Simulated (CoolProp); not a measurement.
R22 along the isobar 53.4 bar: density (kg/m³) from the reference equation and from simpler models built on Tc = 96.1 °C, pc = 49.90 bar, ω = 0.221; each cubic takes its own stable root.

Model: reference Helmholtz-energy equation of state, Kamei 1995, in CoolProp.

```json
[
 {"T (°C)": "28.25", "phase": "liquid", "reference": "1203", "van der Waals": "750.0", "Redlich-Kwong": "1041", "Soave-Redlich-Kwong": "1078", "Peng-Robinson": "1219"},
 {"T (°C)": "41.15", "phase": "liquid", "reference": "1153", "van der Waals": "721.0", "Redlich-Kwong": "987.7", "Soave-Redlich-Kwong": "1023", "Peng-Robinson": "1157"},
 {"T (°C)": "53.95", "phase": "liquid", "reference": "1097", "van der Waals": "688.5", "Redlich-Kwong": "927.8", "Soave-Redlich-Kwong": "960.9", "Peng-Robinson": "1085"},
 {"T (°C)": "66.85", "phase": "liquid", "reference": "1032", "van der Waals": "650.0", "Redlich-Kwong": "857.7", "Soave-Redlich-Kwong": "886.8", "Peng-Robinson": "999.1"},
 {"T (°C)": "79.65", "phase": "liquid", "reference": "950.3", "van der Waals": "602.3", "Redlich-Kwong": "771.6", "Soave-Redlich-Kwong": "794.0", "Peng-Robinson": "890.6"},
 {"T (°C)": "92.45", "phase": "liquid", "reference": "820.6", "van der Waals": "532.6", "Redlich-Kwong": "645.9", "Soave-Redlich-Kwong": "655.0", "Peng-Robinson": "726.7"},
 {"T (°C)": "105.35", "phase": "supercritical", "reference": "310.2", "van der Waals": "312.0", "Redlich-Kwong": "310.0", "Soave-Redlich-Kwong": "296.8", "Peng-Robinson": "314.9"},
 {"T (°C)": "118.15", "phase": "supercritical", "reference": "238.1", "van der Waals": "239.9", "Redlich-Kwong": "240.6", "Soave-Redlich-Kwong": "231.9", "Peng-Robinson": "243.6"}
]
```
